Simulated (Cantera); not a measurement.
A closed system holds: 1 mol BCl3, 2.7 mol H2O, 0.24 mol N2, equilibrated at 10.5 Torr.

Equilibrium computed with Cantera from the NASA thermochemical tables; the gas is ideal and each condensed phase is pure. Candidate condensed phases: B, BN, B2O3, B3O3H3, H2O, NH4Cl; 49 gas species. The tables' values for BOCl are old estimates; treat these amounts as uncertain. Gases not in the tables: H3BO3. Equilibrium is a limit: real reactors are often held back by kinetics, nucleation or transport.

log p: log10 of the partial pressure in bar; n: condensed amount in mol.

| T (K) | log p HCl | log p H2O | log p HBO2 | log p N2 | log p B2O3 | log p Cl | log p H2 | n B2O3(l) |
|---|---|---|---|---|---|---|---|---|
| 1325 | -2.03 | -2.44 | -3.60 | -3.13 | -6.44 | -5.17 | -5.44 | 0.459 |
| 1350 | -2.03 | -2.45 | -3.48 | -3.13 | -6.15 | -5.06 | -5.34 | 0.446 |
| 1375 | -2.03 | -2.45 | ___ | -3.13 | ___ | ___ | ___ | 0.430 |
| 1400 | -2.03 | -2.46 | -3.26 | -3.13 | -5.62 | -4.86 | -5.14 | 0.410 |
| 1425 | -2.04 | -2.48 | -3.16 | -3.13 | -5.37 | -4.77 | -5.04 | 0.385 |
| 1450 | -2.04 | -2.49 | ___ | -3.14 | ___ | ___ | ___ | ___ |
| 1475 | -2.04 | -2.51 | -2.97 | -3.14 | -4.89 | -4.59 | -4.87 | 0.317 |
| 1500 | -2.05 | -2.53 | -2.88 | -3.14 | -4.66 | -4.50 | -4.78 | 0.273 |
| 1525 | -2.05 | -2.56 | -2.80 | -3.15 | -4.45 | -4.42 | -4.70 | 0.219 |
| 1550 | -2.06 | -2.59 | -2.73 | -3.15 | -4.23 | -4.35 | -4.63 | 0.156 |

Q: Fill in the missing entries.

A: 
- 1450, log p HBO2: -3.06
- 1450, log p B2O3: -5.12
- 1450, log p Cl: -4.68
- 1450, log p H2: -4.95
- 1450, n B2O3(l): 0.354
- 1375, log p HBO2: -3.37
- 1375, log p B2O3: -5.88
- 1375, log p Cl: -4.96
- 1375, log p H2: -5.24
